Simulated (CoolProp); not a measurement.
Vapour-liquid equilibrium of propane (1) + isohexane (2) at 3.31 bar; x and y are mole fractions of (1).

Computed with CoolProp (multi-fluid Helmholtz-energy mixture model, Lemmon 2009 and Lemmon 2006; pair parameters Bell 2016).

| x | bubble temperature (°C) | y at the bubble point | dew temperature at overall composition x (°C) | liquid density (mol/L) |
|---|---|---|---|---|
| 0.05 | 85.0 | 0.372 | 100.8 | 6.962 |
| 0.2 | 46.1 | 0.828 | 93.9 | 7.865 |
| 0.35 | 24.7 | 0.935 | 86.2 | 8.645 |
| 0.5 | ? | ? | 77.1 | 9.407 |
| 0.65 | 2.6 | 0.986 | 65.7 | 10.20 |
| 0.8 | ? | 0.994 | 50.0 | 11.06 |
| 0.95 | -9.6 | ? | 20.0 | ? |

Some entries are withheld; supply them.


- 0.5, bubble temperature (°C): 11.6
- 0.5, y at the bubble point: 0.971
- 0.8, bubble temperature (°C): -4.1
- 0.95, y at the bubble point: 0.999
- 0.95, liquid density (mol/L): 11.99

No azeotrope shows between x = 0.05 and 0.95.

The pair parameters rest on a limited set of measurements; away from them the model extrapolates.
